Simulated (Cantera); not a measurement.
Cantera run:

```python
import numpy as np
import cantera as ct

gas_names = """
    O2 B2O3
""".split()
cond_names = """
    V(cr) V(L) V2O5(s) V2O5(L) B(b) B(L) Ti(a) Ti(b) Ti(L) Ti2O3(a) Ti2O3(b) Ti2O3(L)
""".split()


# ... load() reads the species with a 1 bar reference pressure and builds the phases ...
species = {s.name: s for s in load("nasa_gas.yaml", gas_names) + load("nasa_condensed.yaml", cond_names)}
# Each term lists the table entries of one substance; the one whose range holds T is used.
reactions = {
    '0.8 V + O2(g) = 0.4 V2O5':
        [(-0.8, ['V(cr)', 'V(L)']), (-1, ['O2']), (0.4, ['V2O5(s)', 'V2O5(L)'])],
    '1.333 B + O2(g) = 0.6667 B2O3(g)':
        [(-1.3333333333333333, ['B(b)', 'B(L)']), (-1, ['O2']), (0.6666666666666666, ['B2O3'])],
    '1.333 Ti + O2(g) = 0.6667 Ti2O3':
        [(-1.3333333333333333, ['Ti(a)', 'Ti(b)', 'Ti(L)']), (-1, ['O2']), (0.6666666666666666, ['Ti2O3(a)', 'Ti2O3(b)', 'Ti2O3(L)'])],
}


def pick(names, T):
    return next(species[n] for n in names if species[n].thermo.min_temp <= T <= species[n].thermo.max_temp)


results = []
for label, terms in reactions.items():
    print(label)
    print("     T/K   dH/kJ  dS/(J/K)   dG/kJ   log10 K")
    for T in [300, 973, 1048, 1123, 1198, 1273, 1348, 1423]:
        used = [(nu, pick(names, T)) for nu, names in terms]
        dH = sum(nu * s.thermo.h(T) for nu, s in used) / 1e6
        dS = sum(nu * s.thermo.s(T) for nu, s in used) / 1e3
        dG = dH - T * dS / 1e3
        logK = -dG * 1e6 / (ct.gas_constant * T * np.log(10))
        results.append((label, T, dH, dS, dG, logK, [s.name for _, s in used]))
        print(f"{T:8g} {dH:8.1f} {dS:8.1f} {dG:8.1f} {logK:8.2f}")
```

It prints:

```
0.8 V + O2(g) = 0.4 V2O5
     T/K   dH/kJ  dS/(J/K)   dG/kJ   log10 K
     300   -620.2   -176.0   -567.4    98.80
     973   -586.1   -135.3   -454.5    24.40
    1048   -584.8   -134.0   -444.4    22.15
    1123   -583.5   -132.8   -434.4    20.20
    1198   -582.4   -131.8   -424.4    18.51
    1273   -581.2   -130.9   -414.6    17.01
    1348   -580.2   -130.1   -404.8    15.69
    1423   -579.2   -129.4   -395.1    14.50
1.333 B + O2(g) = 0.6667 B2O3(g)
     T/K   dH/kJ  dS/(J/K)   dG/kJ   log10 K
     300   -557.3    -23.7   -550.2    95.80
     973   -559.3    -26.6   -533.4    28.63
    1048   -559.6    -27.0   -531.3    26.48
    1123   -560.0    -27.3   -529.3    24.62
    1198   -560.3    -27.6   -527.2    22.99
    1273   -560.7    -27.9   -525.2    21.55
    1348   -561.0    -28.2   -523.1    20.27
    1423   -561.4    -28.5   -520.9    19.12
1.333 Ti + O2(g) = 0.6667 Ti2O3
     T/K   dH/kJ  dS/(J/K)   dG/kJ   log10 K
     300  -1013.9   -194.4   -955.6   166.37
     973  -1000.7   -173.0   -832.4    44.69
    1048   -999.4   -171.6   -819.5    40.85
    1123   -998.4   -170.7   -806.7    37.52
    1198  -1002.2   -174.0   -793.7    34.61
    1273  -1000.4   -172.5   -780.7    32.04
    1348   -998.6   -171.2   -767.8    29.75
    1423   -996.9   -170.0   -755.1    27.72
```

Cantera with NASA thermochemical tables; ideal gases at 1 bar, condensed phases pure. Condensed species are held in their standard states even where they would react or evaporate.
